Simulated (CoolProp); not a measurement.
The numbers come from the reference Helmholtz-energy equation of state, de Reuck 1990 in CoolProp.

Problem. For fluorine, give the phase and the Z, cp (kJ/(kg K)), speed of sound (m/s), Joule-Thomson coefficient (K/MPa) at 231.2 K and 3670 kPa.

Solution. 
- 231.2 K and 3670 kPa: gas; Z 0.952, cp 0.876, speed of sound 261, Joule-Thomson coefficient 2.98
